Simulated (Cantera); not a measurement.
A closed system holds: 1 mol TiO₂, 2.5 mol CH₄, 1.5 mol H₂, at 82.5 Torr.

Method: chemical equilibrium by Gibbs-energy minimisation in Cantera with the NASA 1993 tables (ideal gas, pure condensed phases). Candidate condensed phases: C, C₆H₆, C₇H₈, C₈H₁₈, H₂O, Ti, TiC, TiO, TiO₂, Ti₂O₃, Ti₃O₅, Ti₄O₇; 113 gas species. Mutual solubility and eutectic melting of coexisting phases are not modelled. TiC: taken at fixed stoichiometry. Kinetics and transport are ignored. All values below are at 1225 °C.

Base state: H₂ 0.793, CO 0.207, H₂O 0.000134, H 4.61e-5, CH₄ 4.21e-5, CO₂ 1.36e-5 (mole fractions); condensed: TiC(s) + Ti₂O₃(s).

### Question
What changes in the equilibrium state with this change: pressure from 82.5 Torr to 1 atm?

### Answer
| species | before | after |
|---|---|---|
| H₂ | 0.793 | 0.793 |
| CO | 0.207 | 0.206 |
| CH₄ | 4.21e-5 | 0.00148 |
| H₂O | 0.000134 | 0.000321 |
| H | 4.61e-5 | 1.52e-5 |
| CO₂ | 1.36e-5 | 3.23e-5 |
| TiC(s), mol | 0.800 | 0.809 |
| Ti₂O₃(s), mol | 0.0998 | 0 |
| Ti₃O₅(s), mol | 0 | 0.0637 |

### Question
What changes in the equilibrium state with this change: TiO₂ replaced by CuO?

### Answer
```csv
species,before,after
H₂,0.793,0.866
CO,0.207,0.133
CH₄,4.21e-5,0.000214
Cu,0,7.23e-5
CO₂,1.36e-5,1.32e-6
H₂O,0.000134,2.21e-5
"TiC(s), mol",0.800,0
"Ti₂O₃(s), mol",0.0998,0
"C(graphite), mol",0,1.50
"Cu(l), mol",0,0.999
```
Further candidate phases: Cu, CuO, Cu(OH)₂, Cu₂O.
